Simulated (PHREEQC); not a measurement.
Solution (50 °C): 0.0012 mol/kgw Cu(NO3)2, 6.8e-05 mol/kgw HCl and 0.0036 mol/kgw FeCl3. Closed to the air; pH follows from the charge balance.

The numbers come from PHREEQC with the ion-association model, phreeqc.dat.

No solid was allowed to form.

**Question.** Estimate the pH.

**Answer.** pH 2.52.

**Question.** In which forms is Cl present?

**Answer.** Cl- 98 %, FeCl+2 1.4 %, CuCl+ 0.5 % of the Cl.

Saturation is exceeded, for instance for Hematite (slow to form), Goethite (slow to form); the values hold only as long as no solid forms. At this temperature some constants are extrapolated from 25 °C, and those without enthalpy data are left unchanged.
